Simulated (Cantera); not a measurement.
Feed: 1 mol Si3N4, a varied amount of N2O, 3.5 mol N2, equilibrated at 1748.15 K and 0.100 bar.

These are equilibrium values from Cantera (NASA tables, ideal gas, pure condensed phases), not measurements of a reactor. Candidate condensed phases: Si, SiO2, Si2N2O, Si3N4; 16 gas species. Mutual solubility and eutectic melting of coexisting phases are not modelled. The tables hold silica as quartz up to 1696 K and as liquid above; real silica turns to tridymite and cristobalite and melts near 1996 K. Equilibrium is a limit: real reactors are often held back by kinetics, nucleation or transport.

Task: Which condensed phases are stable at each of these points (n(N2O) (mol)): 0.3, 0.76, 1.2, 1.7, 2.2, 2.6, 3.1, 3.5, 4, 4.5, 4.9?

Result: 
```csv
n(N2O) (mol),condensed phases,Si condensed (%)
0.3,Si2N2O(s) + Si3N4(s),99.9
0.76,Si2N2O(s) + Si3N4(s),99.9
1.2,Si2N2O(s) + Si3N4(s),99.9
1.7,SiO2(condensed) + Si2N2O(s),97.2
2.2,SiO2(condensed) + Si2N2O(s),96.9
2.6,SiO2(condensed) + Si2N2O(s),96.7
3.1,SiO2(condensed) + Si2N2O(s),96.4
3.5,SiO2(condensed) + Si2N2O(s),96.1
4,SiO2(condensed) + Si2N2O(s),95.8
4.5,SiO2(condensed) + Si2N2O(s),95.5
4.9,SiO2(condensed) + Si2N2O(s),95.2
```

From 0.3 mol N2O to 1.2 mol N2O the condensed part is Si2N2O(s) + Si3N4(s). From 1.7 mol N2O to 4.9 mol N2O the condensed part is SiO2(condensed) + Si2N2O(s).
